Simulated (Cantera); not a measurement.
Source: NASA polynomial tables (part measured, part estimated), evaluated in Cantera. Values are per mole of reaction as written; species without (g) are pure solids or liquids, kept so even where they would boil at 1 bar. TiC: taken at fixed stoichiometry.

**Question.** Between 1523 and 1923 K, where is each reaction favourable under standard conditions?
- 3 Ti2O3 + 6 CO(g) → 5 O3(g) + 6 TiC
- 4 Ti3O5 + N2(g) → 6 Ti2O3 + 2 NO(g)
- 5 TiO2 + TiC → 2 Ti3O5 + C

**Answer.** 
- 3 Ti2O3 + 6 CO(g) → 5 O3(g) + 6 TiC: ΔG° is 5032 kJ at 1523 K and 5105 kJ at 1923 K; it stays positive (K < 1). ΔH° is 4753 kJ and ΔS° -183 J/K at 1923 K.
- 4 Ti3O5 + N2(g) → 6 Ti2O3 + 2 NO(g): ΔG° is 669 kJ at 1523 K and 604 kJ at 1923 K; it stays positive (K < 1). ΔH° is 906 kJ and ΔS° 157 J/K at 1923 K.
- 5 TiO2 + TiC → 2 Ti3O5 + C: ΔG° is -70 kJ at 1523 K and -101 kJ at 1923 K; it stays negative (K > 1). ΔH° is 65 kJ and ΔS° 87 J/K at 1923 K.
